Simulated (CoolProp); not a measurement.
The fluid at 486.16 K and 0.187 MPa is throttled through a valve to 0.0968 MPa with no heat exchange. The same conditions are run with several fluids, on thermodynamics alone (safety and materials aside).

Model: reference Helmholtz-energy equation of state of each fluid (isobutene: Lemmon 2005; R125: Lemmon 2005; c-C4F8 (RC318): Platzer 1990; R114: Platzer 1990; R143a: Lemmon and Jacobsen 2000), in CoolProp. The equations of Platzer and Polt are older, rougher fits.

| fluid | temperature change (K) | final density (kg/m³) |
|---|---|---|
| isobutene | -0.5 | 1.35 |
| R125 | -0.3 | 2.88 |
| c-C4F8 (RC318) | -0.4 | 4.82 |
| R114 | -0.6 | 4.12 |
| R143a | -0.4 | 2.02 |
